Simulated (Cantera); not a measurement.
Input (Python, Cantera):

```python
import numpy as np
import cantera as ct

gas = ct.Solution("h2o2.yaml")
gas.TPX = 1200, 180000, {'H2': 1, 'O2': 1.61, 'N2': 6.06}
reactor = ct.IdealGasReactor(gas, energy="on", clone=False)
net = ct.ReactorNet([reactor])
net.rtol, net.atol = 1e-08, 1e-16
show = ['H2', 'O2', 'OH', 'HO2', 'H', 'O']
times = np.geomspace(4e-06, 8, 15)

steps = ct.SolutionArray(gas, extra=["t"])
rows = []
print(f"{'t/s':>10s}{'T/K':>9s}{'P/Pa':>11s}" + "".join(f"{s:>11s}" for s in show))
for t in times:
    while net.time < t:
        t_next = net.step()
        steps.append(gas.state, t=t_next)
    rows.append([np.interp(t, steps.t, y) for y in (steps.T, steps.P, *steps(*show).X.T)])
    print(f"{t:10.3e}{rows[-1][0]:9.1f}{rows[-1][1]:11.4g}" + "".join(f"{x:11.3e}" for x in rows[-1][2:]))
rate = np.gradient(steps.T, steps.t)
print("integrator steps:", len(steps.t))
if steps.T.max() > steps.T[0] + 200:
    print(f"time of steepest temperature rise: {steps.t[rate.argmax()]:.4e} s")
gas.TPX = 1200, 180000, {'H2': 1, 'O2': 1.61, 'N2': 6.06}
gas.equilibrate("UV")
print(f"equilibrium (UV): T = {gas.T:.1f} K  " + "  ".join(f"{s} {gas[s].X[0]:.3e}" for s in show))
```

Result:

```
       t/s      T/K       P/Pa         H2         O2         OH        HO2          H          O
 4.000e-06   1200.0    1.8e+05  1.153e-01  1.857e-01  3.981e-09  1.798e-08  2.125e-08  7.089e-09
 1.128e-05   1200.0    1.8e+05  1.153e-01  1.857e-01  1.831e-07  4.785e-07  9.393e-07  3.311e-07
 3.178e-05   1533.8   2.26e+05  2.617e-02  1.387e-01  9.877e-03  1.145e-04  2.313e-02  1.585e-02
 8.959e-05   2190.3  3.103e+05  4.585e-04  1.339e-01  5.304e-03  7.044e-06  1.463e-04  1.209e-03
 2.526e-04   2206.3  3.123e+05  2.221e-04  1.346e-01  3.785e-03  6.294e-06  4.976e-05  5.898e-04
 7.119e-04   2206.4  3.123e+05  2.214e-04  1.346e-01  3.779e-03  6.293e-06  4.952e-05  5.878e-04
 2.007e-03   2206.4  3.123e+05  2.214e-04  1.346e-01  3.779e-03  6.293e-06  4.952e-05  5.878e-04
 5.657e-03   2206.4  3.123e+05  2.214e-04  1.346e-01  3.779e-03  6.293e-06  4.952e-05  5.878e-04
 1.595e-02   2206.4  3.123e+05  2.214e-04  1.346e-01  3.779e-03  6.293e-06  4.952e-05  5.878e-04
 4.495e-02   2206.4  3.123e+05  2.214e-04  1.346e-01  3.779e-03  6.293e-06  4.952e-05  5.878e-04
 1.267e-01   2206.4  3.123e+05  2.214e-04  1.346e-01  3.779e-03  6.293e-06  4.952e-05  5.878e-04
 3.572e-01   2206.4  3.123e+05  2.214e-04  1.346e-01  3.779e-03  6.293e-06  4.952e-05  5.878e-04
 1.007e+00   2206.4  3.123e+05  2.214e-04  1.346e-01  3.779e-03  6.293e-06  4.952e-05  5.878e-04
 2.838e+00   2206.4  3.123e+05  2.214e-04  1.346e-01  3.779e-03  6.293e-06  4.952e-05  5.878e-04
 8.000e+00   2206.4  3.123e+05  2.214e-04  1.346e-01  3.779e-03  6.293e-06  4.952e-05  5.878e-04
integrator steps: 1132
time of steepest temperature rise: 3.1635e-05 s
equilibrium (UV): T = 2206.4 K  H2 2.214e-04  O2 1.346e-01  OH 3.779e-03  HO2 6.293e-06  H 4.952e-05  O 5.878e-04
```

Computed with Cantera and the H2/O2 subset of GRI-Mech 3.0, which has no nitrogen chemistry.
